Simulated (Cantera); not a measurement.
# Thermodynamics of tantalum, niobium, vanadium and zirconium in process gases, feed Zr + O₂ + N₂

Feed: 1 mol Zr, 0.18 mol O₂, a varied amount of N₂, held at 0.00133 bar.

Cantera equilibrium calculation (NASA polynomials, part measured and part estimated; ideal gas, pure solids and liquids). Candidate condensed phases: Zr, ZrN, ZrO₂; 13 gas species. Mutual solubility and eutectic melting of coexisting phases are not modelled. ZrN: taken at fixed stoichiometry. Condensed phases not in the tables: solid solutions among these carbides, nitrides and lower oxides. The numbers say what is thermodynamically allowed, not how fast it happens.

Question: Map the stable condensed phases over T = 1625, 1700, 1775, 1850, 1925, 2000, 2075, 2150, 2225, 2300, 2375, 2450, 2525, 2600 K and n(N₂) in mol = 1.7, 2.2, 3, 3.9, 5.3, 7, 9.4, 13, 17, 22, 30, 40, 53.

Answer: 
```
T in K \ n(N₂) in mol
         1.7 2.2   3 3.9 5.3   7 9.4  13  17  22  30  40  53
   2600    A   A   A   A   A   A   B   B   B   B   B   B   B
   2525    A   A   A   A   A   A   A   A   A   B   B   B   B
   2450    A   A   A   A   A   A   A   A   A   A   A   A   A
   2375    A   A   A   A   A   A   A   A   A   A   A   A   A
   2300    A   A   A   A   A   A   A   A   A   A   A   A   A
   2225    A   A   A   A   A   A   A   A   A   A   A   A   A
   2150    A   A   A   A   A   A   A   A   A   A   A   A   A
   2075    A   A   A   A   A   A   A   A   A   A   A   A   A
   2000    A   A   A   A   A   A   A   A   A   A   A   A   A
   1925    A   A   A   A   A   A   A   A   A   A   A   A   A
   1850    A   A   A   A   A   A   A   A   A   A   A   A   A
   1775    A   A   A   A   A   A   A   A   A   A   A   A   A
   1700    A   A   A   A   A   A   A   A   A   A   A   A   A
   1625    A   A   A   A   A   A   A   A   A   A   A   A   A
```
A: ZrN + ZrO₂; B: ZrN.
